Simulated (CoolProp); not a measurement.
n-heptane along the isobar 3920 kPa: density (kg/m³) from the reference equation and from simpler models built on Tc = 268.1 °C, pc = 2774 kPa, ω = 0.349; each cubic takes its own stable root.

Values from CoolProp's reference Helmholtz-energy equation of state, Span 2003. It is a short technical equation, of lower accuracy than the large ones.

| T (°C) | phase | reference |
|---|---|---|
| 186.25 | liquid | 531.0 |
| 199.05 | liquid | 515.0 |
| 211.85 | liquid | 497.6 |
| 224.55 | liquid | 478.6 |
| 237.35 | liquid | 456.8 |
| 250.15 | liquid | 431.3 |
| 262.95 | liquid | 399.7 |
| 275.75 | supercritical | 356.8 |
| 288.55 | supercritical | 291.8 |
| 301.25 | supercritical | 207.6 |
| 314.05 | supercritical | 161.6 |
| 326.85 | supercritical | 138.5 |

Task: How far does each simpler model (Soave-Redlich-Kwong, Peng-Robinson) lie from the reference over these 12 states: mean and median of the absolute difference, and the worst?

Result: 
- Soave-Redlich-Kwong: mean 14.1 %, median 13.8 %, worst -19.2 % at 288.55 °C and 3920 kPa
- Peng-Robinson: mean 5.3 %, median 4.1 %, worst -12.7 % at 288.55 °C and 3920 kPa
